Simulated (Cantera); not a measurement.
Mixture: CH4 : O2 : N2 = 1 : 3.57 : 19.3 (molar parts), at 3750 Torr, adiabatic and at constant volume. Ignition delay is the time to a rise of 400 K.

Computed with Cantera and GRI-Mech 3.0 (53 species, 325 reactions).

Question: What does this change do: 0.029 parts C2H6 added?

Answer: 
```tsv
quantity	before	after
delay at 1275 K	3.99 ms	2.24 ms
delay at 1375 K	1.27 ms	0.735 ms
delay at 1475 K	0.447 ms	0.258 ms
delay at 1575 K	0.175 ms	99.5 µs
delay at 1675 K	76.6 µs	43.6 µs
delay at 1775 K	37.4 µs	21.9 µs
apparent activation energy between 1575 and 1775 K	180 kJ/mol	180 kJ/mol
```

Question: What does this change do: 0.18 parts H2 added?

Answer: 
| quantity | before | after |
|---|---|---|
| delay at 1275 K | 3.99 ms | 1.10 ms |
| delay at 1375 K | 1.27 ms | 0.466 ms |
| delay at 1475 K | 0.447 ms | 0.205 ms |
| delay at 1575 K | 0.175 ms | 95.9 µs |
| delay at 1675 K | 76.6 µs | 48.4 µs |
| delay at 1775 K | 37.4 µs | 26.3 µs |
| apparent activation energy between 1575 and 1775 K | 180 kJ/mol | 150 kJ/mol |
